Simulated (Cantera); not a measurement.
# Pyrogenic steam for wet oxidation

A perfectly stirred reactor is fed with H2 : O2 : N2 = 0.54 : 1 : 3.3 (molar parts), equivalence ratio 0.27, at 413 Torr; it is held at 1250 K, and followed from long to short residence time.

Cantera simulation using the H2/O2 subset of GRI-Mech 3.0, which has no nitrogen chemistry; the numbers are that mechanism's predictions, not measurements. The temperature is held fixed by assumption; the heat of reaction is taken as removed at once.

```csv
τ (s),x H2,x O2,x H2O2,x HO2,x H2O
1.9,4.22e-5,0.160,2.11e-7,1.84e-6,0.118
0.92,6.84e-5,0.160,2.97e-7,2.87e-6,0.118
0.44,0.000111,0.160,4.15e-7,4.45e-6,0.118
0.21,0.000181,0.160,5.74e-7,6.76e-6,0.118
0.10,0.000294,0.160,7.83e-7,1.00e-5,0.118
0.050,0.000458,0.160,1.03e-6,1.40e-5,0.117
0.024,0.000727,0.160,1.36e-6,1.93e-5,0.117
0.012,0.00111,0.160,1.74e-6,2.50e-5,0.117
0.0056,0.00176,0.160,2.23e-6,3.20e-5,0.116
0.0027,0.00269,0.160,2.76e-6,3.87e-5,0.114
```
x: mole fraction; the columns are a selection and need not sum to one.
